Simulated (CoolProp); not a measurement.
CH3F (R41) along the isobar 13500 kPa: Z from the reference equation and from simpler models built on Tc = 44.1 °C, pc = 5906 kPa, ω = 0.200; each cubic takes its own stable root.

Model: reference Helmholtz-energy equation of state, Lemmon 2006, in CoolProp. It is a short technical equation, of lower accuracy than the large ones.

```json
[
 {"T (°C)": "-44.05", "phase": "liquid", "reference": "0.2906", "van der Waals": "0.5257", "Redlich-Kwong": "0.3729", "Soave-Redlich-Kwong": "0.3647", "Peng-Robinson": "0.3235"},
 {"T (°C)": "-19.55", "phase": "liquid", "reference": "0.2809", "van der Waals": "0.4991", "Redlich-Kwong": "0.3621", "Soave-Redlich-Kwong": "0.3537", "Peng-Robinson": "0.3137"},
 {"T (°C)": "4.95", "phase": "liquid", "reference": "0.2779", "van der Waals": "0.4824", "Redlich-Kwong": "0.3607", "Soave-Redlich-Kwong": "0.3532", "Peng-Robinson": "0.3139"},
 {"T (°C)": "29.45", "phase": "liquid", "reference": "0.2839", "van der Waals": "0.4752", "Redlich-Kwong": "0.3709", "Soave-Redlich-Kwong": "0.3665", "Peng-Robinson": "0.3274"},
 {"T (°C)": "53.95", "phase": "supercritical", "reference": "0.3057", "van der Waals": "0.4790", "Redlich-Kwong": "0.3982", "Soave-Redlich-Kwong": "0.4030", "Peng-Robinson": "0.3645"},
 {"T (°C)": "78.35", "phase": "supercritical", "reference": "0.3671", "van der Waals": "0.4973", "Redlich-Kwong": "0.4541", "Soave-Redlich-Kwong": "0.4823", "Peng-Robinson": "0.4452"},
 {"T (°C)": "102.85", "phase": "supercritical", "reference": "0.4945", "van der Waals": "0.5364", "Redlich-Kwong": "0.5447", "Soave-Redlich-Kwong": "0.6016", "Peng-Robinson": "0.5641"},
 {"T (°C)": "127.35", "phase": "supercritical", "reference": "0.6158", "van der Waals": "0.5970", "Redlich-Kwong": "0.6398", "Soave-Redlich-Kwong": "0.7068", "Peng-Robinson": "0.6679"},
 {"T (°C)": "151.85", "phase": "supercritical", "reference": "0.7026", "van der Waals": "0.6639", "Redlich-Kwong": "0.7154", "Soave-Redlich-Kwong": "0.7840", "Peng-Robinson": "0.7450"}
]
```
